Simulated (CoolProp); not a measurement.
Vapour-liquid equilibrium of CF4 (R14) (1) + ethane (2) at 203.3 K; x and y are mole fractions of (1).

Computed with CoolProp (multi-fluid Helmholtz-energy mixture model, Platzer 1990 and Bücker 2006; pair parameters Bell 2016). This equation is an older, rougher fit; its heat capacities, sound speeds and derivatives of the liquid may be far off and weren't checked against measurements.

```tsv
x	bubble pressure (bar)	y at the bubble point	dew pressure at overall composition x (bar)	liquid density (mol/L)
0.05	5.739	0.550	2.653	17.10
0.125	8.929	0.707	2.889	16.81
0.2	10.77	0.757	3.168	16.52
0.275	11.83	0.780	3.506	16.22
0.35	12.49	0.794	3.923	15.92
0.425	12.97	0.805	4.451	15.62
0.5	13.42	0.816	5.141	15.32
0.575	13.89	0.828	6.082	15.03
0.65	14.41	0.845	7.435	14.75
0.725	15.00	0.865	9.522	14.49
0.8	15.65	0.892	12.75	14.26
0.875	16.32	0.926	15.25	14.05
0.95	17.00	0.967	16.74	13.87
```

No azeotrope shows between x = 0.05 and 0.95.

The pair parameters rest on a limited set of measurements; away from them the model extrapolates. With so large a gap from Raoult's law the liquid may split in two, which this calculation doesn't test in full.
